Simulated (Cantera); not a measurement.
A closed system holds: 1 mol Si, 0.016 mol N₂O, 3.6 mol N₂, held at 2.40 mbar.

Cantera equilibrium calculation (NASA polynomials, part measured and part estimated; ideal gas, pure solids and liquids). Candidate condensed phases: Si, SiO₂, Si₂N₂O, Si₃N₄; 16 gas species. The tables' values for SiN are old estimates; treat these amounts as uncertain. Kinetics and transport are ignored.

Problem. At 1650 °C, list the 4 most abundant gas species with their mole fractions, and the condensed phases.

Solution. N₂ 0.988, Si 0.00707, SiO 0.00437, Si₂N 0.000153. Condensed: Si(l).
